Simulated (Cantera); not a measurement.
**Thermodynamics of carbothermic reduction, feed TiO2 + CO + H2**

Input: 1 mol TiO2, 1.5 mol CO, 0.15 mol H2, equilibrated at 0.135 Torr.

These are equilibrium values from Cantera (NASA tables, ideal gas, pure condensed phases), not measurements of a reactor. Candidate condensed phases: C, C6H6, C7H8, C8H18, H2O, Ti, TiC, TiO, TiO2, Ti2O3, Ti3O5, Ti4O7; 113 gas species. Mutual solubility and eutectic melting of coexisting phases are not modelled. Condensed phases not in the tables: Magnéli phases beyond Ti4O7. Equilibrium is a limit: real reactors are often held back by kinetics, nucleation or transport.

```json
[
 {"T (K)": "1198", "x CO": "0.908", "x CO2": "0.000691", "x H2": "0.0908", "x H": "4.27e-6", "x H2O": "9.44e-5", "x TiO2": "<1e-12", "x O": "<1e-12", "n TiO2(rutile)": "0.995", "n Ti4O7(s)": "0.00130", "n Ti4O7(l)": "0"},
 {"T (K)": "1298", "x CO": "0.908", "x CO2": "0.00152", "x H2": "0.0906", "x H": "2.40e-5", "x H2O": "0.000266", "x TiO2": "2.44e-12", "x O": "<1e-12", "n TiO2(rutile)": "0.988", "n Ti4O7(s)": "0.00295", "n Ti4O7(l)": "0"},
 {"T (K)": "1398", "x CO": "0.906", "x CO2": "0.00302", "x H2": "0.0902", "x H": "0.000106", "x H2O": "0.000650", "x TiO2": "1.49e-10", "x O": "1.61e-11", "n TiO2(rutile)": "0.976", "n Ti4O7(s)": "0.00605", "n Ti4O7(l)": "0"},
 {"T (K)": "1498", "x CO": "0.903", "x CO2": "0.00553", "x H2": "0.0893", "x H": "0.000383", "x H2O": "0.00141", "x TiO2": "5.21e-9", "x O": "6.38e-10", "n TiO2(rutile)": "0.954", "n Ti4O7(s)": "0.0115", "n Ti4O7(l)": "0"},
 {"T (K)": "1598", "x CO": "0.899", "x CO2": "0.00948", "x H2": "0.0875", "x H": "0.00117", "x H2O": "0.00277", "x TiO2": "1.15e-7", "x O": "1.61e-8", "n TiO2(rutile)": "0.919", "n Ti4O7(s)": "0.0202", "n Ti4O7(l)": "0"},
 {"T (K)": "1698", "x CO": "0.892", "x CO2": "0.0154", "x H2": "0.0843", "x H": "0.00313", "x H2O": "0.00494", "x TiO2": "1.75e-6", "x O": "2.81e-7", "n TiO2(rutile)": "0.866", "n Ti4O7(s)": "0.0336", "n Ti4O7(l)": "0"},
 {"T (K)": "1798", "x CO": "0.882", "x CO2": "0.0237", "x H2": "0.0788", "x H": "0.00737", "x H2O": "0.00806", "x TiO2": "1.96e-5", "x O": "3.59e-6", "n TiO2(rutile)": "0.789", "n Ti4O7(s)": "0.0527", "n Ti4O7(l)": "0"},
 {"T (K)": "1898", "x CO": "0.867", "x CO2": "0.0349", "x H2": "0.0704", "x H": "0.0155", "x H2O": "0.0119", "x TiO2": "0.000168", "x O": "3.54e-5", "n TiO2(rutile)": "0.686", "n Ti4O7(s)": "0.0784", "n Ti4O7(l)": "0"},
 {"T (K)": "1998", "x CO": "0.827", "x CO2": "0.0678", "x H2": "0.0545", "x H": "0.0279", "x H2O": "0.0205", "x TiO2": "0.00116", "x O": "0.000391", "n TiO2(rutile)": "0.396", "n Ti4O7(s)": "0", "n Ti4O7(l)": "0.151"},
 {"T (K)": "2098", "x CO": "0.768", "x CO2": "0.110", "x H2": "0.0374", "x H": "0.0444", "x H2O": "0.0264", "x TiO2": "0.00588", "x O": "0.00314", "n TiO2(rutile)": "0", "n Ti4O7(s)": "0", "n Ti4O7(l)": "0.247"},
 {"T (K)": "2198", "x CO": "0.748", "x CO2": "0.0935", "x H2": "0.0279", "x H": "0.0693", "x H2O": "0.0184", "x TiO2": "0.0217", "x O": "0.0110", "n TiO2(rutile)": "0", "n Ti4O7(s)": "0", "n Ti4O7(l)": "0.240"}
]
```
x: gas mole fraction; n: condensed amount in mol.

From 1198 K to 1898 K the condensed part is TiO2(rutile) + Ti4O7(s). At 1998 K the condensed part is TiO2(rutile) + Ti4O7(l). From 2098 K to 2198 K the condensed part is Ti4O7(l).
